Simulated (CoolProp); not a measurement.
The fluid at 394.71 K and 0.161 MPa is throttled through a valve to 0.0963 MPa with no heat exchange. The same conditions are run with several fluids, on thermodynamics alone (safety and materials aside).

Values from CoolProp's reference Helmholtz-energy equation of state of each fluid (ethanol: Schroeder 2014; cyclopropane: Polt 1992; R21: Platzer 1990; R1233zd(E): Akasaka 2022; n-pentane: Thol 2019). The equations of Platzer and Polt are older, rougher fits.

```tsv
fluid	temperature change (K)	final density (kg/m³)
ethanol	-2.3	?
cyclopropane	?	?
R21	-1.1	3.06
R1233zd(E)	-0.9	?
n-pentane	-0.9	?
```

Task: What belongs in the gaps?

Result: 
- ethanol, final density (kg/m³): 1.38
- cyclopropane, temperature change (K): -0.6
- cyclopropane, final density (kg/m³): 1.24
- R1233zd(E), final density (kg/m³): 3.89
- n-pentane, final density (kg/m³): 2.16
